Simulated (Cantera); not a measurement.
Feed: 1 mol CF4, 2.6 mol H2, at 2550 °C and 13.3 mbar.

Method: chemical equilibrium by Gibbs-energy minimisation in Cantera with the NASA 1993 tables (ideal gas, pure condensed phases). Candidate condensed phases: C, C6H6, C7H8, C8H18; 95 gas species. The numbers say what is thermodynamically allowed, not how fast it happens.

Question: What is the equilibrium state?

Answer: 
- x(HF) = 0.776
- x(H) = 0.160
- x(H2) = 0.0434
- x(F) = 0.0126
- x(C3) = 0.00314
- x(C2H2 (acetylene)) = 0.00156
- x(CF) = 0.000986
- x(C2H) = 0.000756
- x(C) = 0.000635
- n(C(graphite)) = 0.916 mol
- gas amount = 5.062 mol
